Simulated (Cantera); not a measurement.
What does this Cantera script print?

```python
import numpy as np
import cantera as ct

gas = ct.Solution("SiF4_NH3_mec.yaml", "gas")
gas.TPX = 1800, 2666, {'NH3': 1, 'N2': 8.9}
reactor = ct.IdealGasConstPressureReactor(gas, energy="off", clone=False)
net = ct.ReactorNet([reactor])
net.rtol, net.atol = 1e-08, 1e-18
show = ['NH3', 'H2', 'N2H4', 'NH2', 'N2', 'N']
times = np.geomspace(1e-05, 4, 13)

steps = ct.SolutionArray(gas, extra=["t"])
rows = []
print(f"{'t/s':>10s}{'T/K':>9s}{'P/Pa':>11s}" + "".join(f"{s:>11s}" for s in show))
for t in times:
    while net.time < t:
        t_next = net.step()
        steps.append(gas.state, t=t_next)
    rows.append([np.interp(t, steps.t, y) for y in (steps.T, steps.P, *steps(*show).X.T)])
    print(f"{t:10.3e}{rows[-1][0]:9.1f}{rows[-1][1]:11.4g}" + "".join(f"{x:11.3e}" for x in rows[-1][2:]))
rate = np.gradient(steps.T, steps.t)
print("integrator steps:", len(steps.t))
if steps.T.max() > steps.T[0] + 200:
    print(f"time of steepest temperature rise: {steps.t[rate.argmax()]:.4e} s")
gas.TPX = 1800, 2666, {'NH3': 1, 'N2': 8.9}
gas.equilibrate("TP")
print(f"equilibrium (TP): T = {gas.T:.1f} K  " + "  ".join(f"{s} {gas[s].X[0]:.3e}" for s in show))
```

Output:

```
       t/s      T/K       P/Pa        NH3         H2       N2H4        NH2         N2          N
 1.000e-05   1800.0       2666  1.010e-01  4.444e-09  1.234e-17  2.964e-08  8.990e-01  7.703e-21
 2.930e-05   1800.0       2666  1.010e-01  3.041e-08  3.322e-16  1.042e-07  8.990e-01  1.116e-18
 8.584e-05   1800.0       2666  1.010e-01  1.555e-07  7.263e-15  3.717e-07  8.990e-01  9.323e-17
 2.515e-04   1800.0       2666  1.010e-01  5.708e-07  9.761e-14  1.204e-06  8.990e-01  3.889e-15
 7.368e-04   1800.0       2666  1.010e-01  1.794e-06  9.708e-13  3.648e-06  8.990e-01  1.278e-13
 2.159e-03   1800.0       2666  1.010e-01  5.397e-06  8.730e-12  1.080e-05  8.990e-01  4.307e-12
 6.325e-03   1800.0       2666  1.010e-01  1.653e-05  7.558e-11  3.163e-05  8.990e-01  1.098e-10
 1.853e-02   1800.0       2666  1.009e-01  6.651e-05  6.369e-10  9.171e-05  8.989e-01  8.828e-10
 5.429e-02   1800.0       2666  1.004e-01  6.078e-04  3.891e-09  2.267e-04  8.988e-01  9.322e-09
 1.591e-01   1800.0       2666  9.766e-02  4.331e-03  4.706e-09  2.493e-04  8.978e-01  6.915e-08
 4.660e-01   1800.0       2666  9.002e-02  1.478e-02  2.884e-09  1.951e-04  8.950e-01  2.150e-07
 1.365e+00   1800.0       2666  7.309e-02  3.788e-02  1.565e-09  1.437e-04  8.888e-01  3.641e-07
 4.000e+00   1800.0       2666  4.408e-02  7.744e-02  6.237e-10  9.074e-05  8.783e-01  4.077e-07
integrator steps: 885
equilibrium (TP): T = 1800.0 K  NH3 3.640e-08  H2 1.371e-01  N2H4 2.556e-20  NH2 5.804e-10  N2 8.620e-01  N 2.072e-10
```

Cantera simulation using the gas-phase N/H chemistry of the illustrative SiF4/NH3 mechanism in the Surface Chemkin manual (1991); the numbers are that mechanism's predictions, not measurements. Walls and surfaces, which speed up NH3 decomposition in real reactors, are not modelled.
